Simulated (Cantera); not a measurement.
## Adiabatic ignition

An adiabatic, constant-volume homogeneous reactor starts with CO : H2 : O2 : N2 = 1 : 0.044 : 0.435 : 1.64 (molar parts), equivalence ratio 1.2, at 1298 K and 1.01 bar.

Cantera simulation using GRI-Mech 3.0 (53 species, 325 reactions); the numbers are that mechanism's predictions, not measurements.

```csv
t (s),T (K),P (bar),x CO,x H2,x O2,x NO,x H,x H2O,x CO2
6.00e-6,1298,1.01,0.321,0.0141,0.139,<1e-12,2.94e-8,9.31e-9,8.10e-8
1.34e-5,1298,1.01,0.321,0.0141,0.139,<1e-12,1.87e-7,1.03e-7,3.93e-7
2.98e-5,1298,1.01,0.321,0.0141,0.139,<1e-12,4.33e-6,3.14e-6,8.37e-6
6.64e-5,1323,1.03,0.315,0.0103,0.134,2.09e-8,0.00261,0.00210,0.00567
0.000148,2156,1.61,0.202,0.00129,0.0552,8.36e-5,0.0124,0.00447,0.133
0.000329,2769,1.99,0.168,0.00115,0.0448,0.00189,0.00365,0.00862,0.180
0.000734,2893,2.06,0.157,0.00107,0.0376,0.00875,0.00261,0.00955,0.194
0.00164,2887,2.06,0.157,0.00109,0.0355,0.0136,0.00255,0.00966,0.195
0.00364,2886,2.06,0.157,0.00109,0.0351,0.0144,0.00254,0.00968,0.195
0.00812,2886,2.06,0.157,0.00109,0.0351,0.0144,0.00254,0.00968,0.195
0.0181,2886,2.06,0.157,0.00109,0.0351,0.0144,0.00254,0.00968,0.195
0.0403,2886,2.06,0.157,0.00109,0.0351,0.0144,0.00254,0.00968,0.195
0.0898,2886,2.06,0.157,0.00109,0.0351,0.0144,0.00254,0.00968,0.195
0.200,2886,2.06,0.157,0.00109,0.0351,0.0144,0.00254,0.00968,0.195
```
x: mole fraction; the columns are a selection and need not sum to one.

```yaml
time_of_steepest_temperature_rise: 0.106 ms
temperature at 0.200 s: 2886 K
equilibrium_temperature: 2886 K
x(CO) at 0.200 s: 0.157 (gas-phase equilibrium 0.157)
x(H2) at 0.200 s: 0.00109 (gas-phase equilibrium 0.00109)
x(O2) at 0.200 s: 0.0351 (gas-phase equilibrium 0.0351)
```
